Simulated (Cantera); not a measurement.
Input: 1 mol SiH₄, 0.34 mol C₂H₂, 5.6 mol H₂, held at 2152 °C and 10.0 mbar.

These are equilibrium values from Cantera (NASA tables, ideal gas, pure condensed phases), not measurements of a reactor. Candidate condensed phases: C, C₆H₆, C₇H₈, C₈H₁₈, Si, SiC; 87 gas species. Gases not in the tables: Si₂H₆ and higher silanes. Rates play no part.

Base state: H₂ 0.765, H 0.157, Si 0.0532, SiC₂ 0.0110, Si₂C 0.00623, C₂H₂ (acetylene) 0.00597, SiH 0.00138, Si₂ 0.000253 (mole fractions); condensed: C(graphite) + SiC(s).

Q: What changes in the equilibrium state with this change: temperature from 2152 °C to 1925 °C?

A: 
```json
[
 {"species": "H₂", "before": "0.765", "after": "0.910"},
 {"species": "H", "before": "0.157", "after": "0.0532"},
 {"species": "Si", "before": "0.0532", "after": "0.0331"},
 {"species": "SiC₂", "before": "0.0110", "after": "4.31e-5"},
 {"species": "C₄H₂", "before": "1.92e-5", "after": "<1e-9"},
 {"species": "C₃", "before": "1.49e-5", "after": "<1e-9"},
 {"species": "C₂H", "before": "7.45e-5", "after": "6.34e-8"},
 {"species": "C₂H₂ (acetylene)", "before": "0.00597", "after": "3.15e-5"},
 {"species": "C(graphite), mol", "before": "0.0362", "after": "0"},
 {"species": "SiC(s), mol", "before": "0.265", "after": "0.662"}
]
```
